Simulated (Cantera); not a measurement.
Feed: 1 mol MgCl2, 0.31 mol H2O, 30 mol N2, held at 10.0 mbar.

Method: chemical equilibrium by Gibbs-energy minimisation in Cantera with the NASA 1993 tables (ideal gas, pure condensed phases). Candidate condensed phases: H2O, Mg, MgCl2, MgO, Mg(OH)2, NH4Cl; 38 gas species. Rates play no part.

x: gas mole fraction; n: condensed amount in mol.

```csv
T (°C),x N2,x MgCl2,x HCl,x Cl,x Mg,n MgO(s)
975,0.958,0.0220,0.0198,2.31e-5,4.33e-11,0.310
1050,0.958,0.0221,0.0197,5.16e-5,6.42e-10,0.309
1125,0.958,0.0221,0.0196,___,___,0.309
1200,0.958,0.0221,0.0194,0.000200,6.24e-8,0.308
1275,0.958,0.0222,0.0192,0.000356,4.44e-7,0.306
1350,0.958,0.0222,0.0188,0.000601,2.65e-6,0.303
1425,0.958,0.0223,0.0183,0.000968,1.35e-5,0.300
1500,0.957,0.0223,0.0176,0.00151,5.86e-5,0.297
1575,0.957,0.0223,0.0168,___,___,0.292
1650,0.956,0.0219,0.0160,0.00364,0.000640,0.286
1725,0.953,0.0211,0.0153,0.00577,0.00156,0.276
```

**Question.** Complete the blanks.

**Answer.** 
- 1575, x Cl: 0.00233
- 1575, x Mg: 0.000214
- 1125, x Cl: 0.000105
- 1125, x Mg: 7.14e-9
